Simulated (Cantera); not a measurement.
Input: 1 mol FeCl3, 12 mol H2, 0.34 mol N2, held at 56.0 Pa.

These are equilibrium values from Cantera (NASA tables, ideal gas, pure condensed phases), not measurements of a reactor. Candidate condensed phases: Fe, FeCl2, FeCl3, NH4Cl; 18 gas species. The numbers say what is thermodynamically allowed, not how fast it happens.

Problem. At 1077 °C, list the 6 most abundant gas species with their mole fractions, and the condensed phases.

Solution. H2 0.780, HCl 0.174, N2 0.0246, FeCl2 0.0215, H 8.89e-5, Cl 1.65e-5. Condensed: Fe(γ).
